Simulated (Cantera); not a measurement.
Mixture: CH4 : O2 : N2 = 1 : 1.05 : 3.96 (molar parts), equivalence ratio 1.9, at 39.0 bar, adiabatic and at constant volume. Ignition delay is the time to a rise of 400 K.

Cantera simulation using GRI-Mech 3.0 (53 species, 325 reactions); the numbers are that mechanism's predictions, not measurements. The pressure lies above the range GRI-Mech 3.0 was tuned for (to about 10 atm).

**Question.** What does this change do: CH4 1 to 1.8 parts?

**Answer.** 
```
quantity                                                before       after
--------------------------------------------------  ----------  ----------
delay at 1200 K                                        1.28 ms     1.83 ms
delay at 1250 K                                       0.721 ms     1.03 ms
delay at 1300 K                                       0.421 ms    0.602 ms
delay at 1350 K                                       0.253 ms    0.361 ms
delay at 1400 K                                       0.156 ms    0.221 ms
delay at 1450 K                                        97.8 µs    0.138 ms
delay at 1500 K                                        62.5 µs     87.4 µs
apparent activation energy between 1400 and 1500 K  160 kJ/mol  160 kJ/mol
```
